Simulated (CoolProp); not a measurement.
Vapour pressure (MPa) of acetone: the reference equation beside estimates from Tc = 508.1 K, pc = 4.692 MPa, ω = 0.307.

Computed with CoolProp (reference Helmholtz-energy equation of state, Lemmon 2006). It is a short technical equation, of lower accuracy than the large ones.

```csv
T (K),reference,Lee-Kesler,van der Waals,Redlich-Kwong,Peng-Robinson
310,0.05006,0.04807,0.4486,0.1143,0.04946
318.6,0.06947,0.06735,0.5233,0.1504,0.06872
327.2,0.09450,0.09239,…,0.1946,0.09359
335.7,0.1258,0.1239,0.6958,0.2470,0.1248
344.3,0.1653,0.1639,0.7953,0.3100,0.1642
352.9,0.2139,0.2132,0.9037,0.3840,0.2128
361.4,0.2722,…,1.020,0.4689,0.2712
370,0.3431,0.3449,1.147,0.5677,0.3423
378.6,0.4273,…,1.284,0.6805,0.4270
387.2,0.5265,0.5319,1.431,0.8083,0.5270
395.7,…,0.6485,1.587,0.9502,0.6425
404.3,0.7750,0.7847,1.755,1.111,…
```

Q: Fill in the missing entries.

A: 
- 327.2, van der Waals: 0.6060
- 361.4, Lee-Kesler: 0.2726
- 378.6, Lee-Kesler: 0.4308
- 395.7, reference: 0.6410
- 404.3, Peng-Robinson: 0.7781

Absolute difference from the reference over all 12 rows, mean and median: Lee-Kesler 1.4 and 1.1 %, van der Waals 358.6 and 298.6 %, Redlich-Kwong 79.7 and 75.9 %, Peng-Robinson 0.6 and 0.5 %.
